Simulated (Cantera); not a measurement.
Cantera run:

```python
import numpy as np
import cantera as ct

gas_names = """
    B BCL BCL2 BCL3 B2 CL CL2
""".split()
cond_names = """
    B(b) B(L)
""".split()


# ... load() reads the species with a 1 bar reference pressure and builds the phases ...
atoms = {
    'B': {'B': 1},
    'Cl2': {'CL': 2},
}
top_T = {}  # K; cautious upper limits of use, not melting points


# ... equilibrate(T, P, feed) seeds the gas with the atoms and calls Mixture.equilibrate('TP', solver="vcs", rtol=1e-11, max_steps=5000) ...
results = []
feed = {'B': 1, 'Cl2': 0.024}  # mol
P = 95000  # Pa
for T in [1373, 1398, 1423, 1448, 1473, 1498, 1523, 1548, 1573, 1598, 1623, 1648, 1673, 1698]:
    mix = equilibrate(T, P, feed)
    results.append((T, P, feed, dict(zip(mix.species_names, mix.species_moles))))

top = {s: max(r[3][s] / sum(r[3][g] for g in gas_names) for r in results) for s in gas_names}
cols = sorted((s for s in top if top[s] > 1e-06), key=lambda s: -top[s])[:8]
seen = [c for c in cond_names if any(r[3].get(c, 0) > 1e-12 for r in results)]
print("log10 of partial pressures in bar; condensed amounts in mol")
print(f"{'T/K':>10s}" + "".join(f"{s[:9]:>10s}" for s in cols + seen))
for T, P, feed, n in results:
    ng = sum(n[g] for g in gas_names)
    print(f"{T:10.4g}" + "".join(f"{np.log10(max(n[s] / ng * P / 1e5, 1e-99)):10.3f}" for s in cols)
          + "".join(f"{n.get(c, 0):10.4g}" for c in seen))
```

Result:

```
log10 of partial pressures in bar; condensed amounts in mol
       T/K      BCL3      BCL2       BCL        CL      B(b)
      1373    -0.023    -3.231    -4.691    -5.874     0.984
      1398    -0.023    -3.105    -4.507    -5.697     0.984
      1423    -0.023    -2.984    -4.330    -5.526     0.984
      1448    -0.023    -2.866    -4.158    -5.361     0.984
      1473    -0.023    -2.753    -3.993    -5.202     0.984
      1498    -0.023    -2.644    -3.833    -5.048     0.984
      1523    -0.024    -2.539    -3.679    -4.899     0.984
      1548    -0.024    -2.437    -3.530    -4.754     0.984
      1573    -0.025    -2.338    -3.386    -4.614     0.984
      1598    -0.025    -2.243    -3.246    -4.479     0.984
      1623    -0.026    -2.151    -3.111    -4.348     0.984
      1648    -0.027    -2.062    -2.980    -4.221    0.9839
      1673    -0.028    -1.975    -2.853    -4.097    0.9839
      1698    -0.029    -1.892    -2.730    -3.978    0.9839
```

These are equilibrium values from Cantera (NASA tables, ideal gas, pure condensed phases), not measurements of a reactor. The tables' values for BCl2, BCl are old estimates; treat these amounts as uncertain.
